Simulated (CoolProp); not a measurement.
Properties of octamethyltrisiloxane (MDM) along the isobar 1.73 MPa (Tc = 565.4 K, pc = 1.438 MPa, ω = 0.528).

Values from CoolProp's reference Helmholtz-energy equation of state, Thol 2017.

```tsv
T (K)	phase	speed of sound (m/s)	isothermal compressibility (1/MPa)
263.8	liquid	1048	[?]
291.7	liquid	[?]	[?]
319.6	liquid	858.3	0.002051
347.5	liquid	[?]	0.002634
375.5	liquid	681.3	[?]
403.4	liquid	597.4	0.004666
431.3	liquid	516.0	0.006524
459.2	liquid	[?]	0.009591
487.2	liquid	358.2	[?]
```

Q: What belongs in the gaps?

A: 
- 263.8, isothermal compressibility (1/MPa): 0.001305
- 291.7, speed of sound (m/s): 951.4
- 291.7, isothermal compressibility (1/MPa): 0.001625
- 347.5, speed of sound (m/s): 768.4
- 375.5, isothermal compressibility (1/MPa): 0.003460
- 459.2, speed of sound (m/s): 436.6
- 487.2, isothermal compressibility (1/MPa): 0.01522
